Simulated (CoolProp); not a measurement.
A Linde-Hampson liquefier for methane: isothermal reversible compression at 230 K from 1 atm to 15 MPa, throttling to 1 atm, return gas leaving the recuperator 10 K below the feed. Each further row changes one setting.

The numbers come from the reference Helmholtz-energy equation of state, Setzmann 1991 in CoolProp.

```
case                        liquid yield per pass  compression work (kJ/kg of gas)
--------------------------  ---------------------  -------------------------------
as stated                                   0.351                              520
as stated                                   0.351                              520
high pressure 30 MPa                        0.394                              577
warm-end temperature 260 K                  0.230                              620
warm-end gap 15 K                           0.342                              520
high pressure 30 MPa                        0.394                              577
warm-end temperature 260 K                  0.230                              620
warm-end gap 15 K                           0.342                              520
```
